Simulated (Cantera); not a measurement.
Feed: 1 mol Ta, 5.2 mol H2O, 0.38 mol CH4, held at 0.310 Pa.

Cantera equilibrium calculation (NASA polynomials, part measured and part estimated; ideal gas, pure solids and liquids). Candidate condensed phases: C, C6H6, C7H8, C8H18, H2O, Ta, TaC, Ta2O5; 113 gas species. Kinetics and transport are ignored.

Which condensed phases are stable at each of these points (T (K)): 848, 998, 1148, 1298, 1448, 1598, 1748, 1898, 2048, 2198, 2348, 2498, 2648, 2798?


```csv
T (K),condensed phases,Ta condensed (%)
848,Ta2O5(s),100.0
998,Ta2O5(s),100.0
1148,Ta2O5(s),100.0
1298,Ta2O5(s),100.0
1448,Ta2O5(s),100.0
1598,Ta2O5(s),100.0
1748,Ta2O5(s),100.0
1898,Ta2O5(s),98.4
2048,Ta2O5(s),47.2
2198,gas only,0.0
2348,gas only,0.0
2498,gas only,0.0
2648,gas only,0.0
2798,gas only,0.0
```

From 848 K to 2048 K the condensed part is Ta2O5(s). From 2198 K to 2798 K nothing is condensed.
